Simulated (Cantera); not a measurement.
A perfectly stirred reactor is fed with 13.0 % CH3OH, 17.6 % O2, 66.5 % N2, 2.85 % H2O, at 1100000 Pa; it is adiabatic with a 500 K inlet, and is followed from long to short residence time, starting on the burning branch (τ in s: 0.024, 0.013, 0.0074, 0.0041, 0.0023, 0.0013, 0.0007, 0.00039, 0.00022, 0.00012, 6.6e-05, 3.7e-05, 2e-05).

Model: GRI-Mech 3.0 (53 species, 325 reactions), integrated in Cantera. GRI-Mech 3.0 was tuned for natural gas; its chemistry of methanol as a main component is partial and can be far from experiment.

x: mole fraction; the columns are a selection and need not sum to one.

```
τ (s)    T (K)   x CH3OH      x O2  x H2O    x CO       x H    x C2H4      x NO
-------  -----  --------  --------  -----  ------  --------  --------  --------
0.024     2309   8.43e-7  0.000428  0.253  0.0240  0.000411  9.62e-11  0.000396
0.013     2306         …         …  0.253  0.0242         …  1.96e-10         …
0.0074    2302   2.26e-6  0.000748  0.253  0.0245  0.000532  3.27e-10  0.000322
0.0041    2296   3.59e-6   0.00104  0.252  0.0249  0.000633  4.94e-10  0.000281
0.0023    2287   5.54e-6   0.00145  0.251  0.0254  0.000766  6.77e-10  0.000239
0.0013    2276   8.42e-6   0.00200  0.250  0.0262  0.000941  8.78e-10  0.000200
0.00070   2261         …         …  0.249  0.0273         …         …         …
0.00039   2242   2.00e-5   0.00382  0.247  0.0287   0.00151   1.57e-9  0.000130
0.00022   2219   3.01e-5   0.00509  0.245  0.0304   0.00190   2.36e-9  0.000104
0.00012   2188   4.67e-5   0.00677  0.243  0.0326   0.00243   4.26e-9   8.34e-5
6.6e-5    2152   7.33e-5   0.00888  0.240  0.0354   0.00308   9.22e-9   6.71e-5
3.7e-5    2109  0.000117    0.0115  0.238  0.0389   0.00376   2.31e-8   5.36e-5
2.0e-5    2052  0.000204    0.0154  0.234  0.0442   0.00441   7.33e-8   3.91e-5
```

Q: Some entries are withheld; supply them.

A: 
- 0.013, x CH3OH: 1.43e-6
- 0.013, x O2: 0.000560
- 0.013, x H: 0.000463
- 0.013, x NO: 0.000359
- 0.00070, x CH3OH: 1.32e-5
- 0.00070, x O2: 0.00281
- 0.00070, x H: 0.00119
- 0.00070, x C2H4: 1.16e-9
- 0.00070, x NO: 0.000161
